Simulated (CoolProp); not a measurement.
Saturation properties of decamethylcyclopentasiloxane (D5).

Model: reference Helmholtz-energy equation of state, Thol 2019, in CoolProp.

| T (°C) | p (bar) | liquid density (kg/m³) | enthalpy of vaporisation (kJ/kg) | surface tension (mN/m) |
|---|---|---|---|---|
| 34.55 | 0.0004303 | 943.4 | ___ | 17.4 |
| 74.05 | 0.006411 | 901.3 | 156.2 | 14.4 |
| 113.65 | 0.04633 | 858.5 | ___ | 11.7 |
| 153.15 | 0.2045 | 814.2 | ___ | 9.05 |
| 192.65 | 0.6463 | 766.8 | 116.4 | ___ |
| 232.25 | 1.623 | 713.6 | ___ | 4.42 |
| 271.75 | 3.452 | 650.1 | 85.09 | 2.48 |
| 311.35 | 6.567 | 560.8 | ___ | ___ |

Problem. Fill in the missing entries.

Solution. 
- 34.55, enthalpy of vaporisation (kJ/kg): 170.8
- 113.65, enthalpy of vaporisation (kJ/kg): 142.7
- 153.15, enthalpy of vaporisation (kJ/kg): 129.7
- 192.65, surface tension (mN/m): 6.63
- 232.25, enthalpy of vaporisation (kJ/kg): 102.0
- 311.35, enthalpy of vaporisation (kJ/kg): 61.91
- 311.35, surface tension (mN/m): 0.881

It boils at 210.9 °C under 1 atm.

Surface tension comes from a separate correlation (Mulero 2014), older than this fluid's equation and unchecked against measurements.
